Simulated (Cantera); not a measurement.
Feed: 1 mol CO, 0.38 mol H2, 0.019 mol O2, held at 1775 °C and 0.0133 bar.

Equilibrium computed with Cantera from the NASA thermochemical tables; the gas is ideal and each condensed phase is pure. Candidate condensed phases: C, C6H6, C7H8, C8H18, H2O; 110 gas species. Kinetics and transport are ignored.

Base state: CO 0.711, H2 0.252, H2O 0.0172, CO2 0.0102, H 0.00974, OH 7.23e-5 (mole fractions); condensed: gas only.

**Question.** What changes in the equilibrium state with this change: O2 from 0.019 to 0.0099 mol?

**Answer.** 
| species | before | after |
|---|---|---|
| CO | 0.711 | 0.716 |
| H2 | 0.252 | 0.260 |
| H | 0.00974 | 0.00990 |
| H2O | 0.0172 | 0.00902 |
| CO2 | 0.0102 | 0.00522 |
| OH | 7.23e-5 | 3.74e-5 |
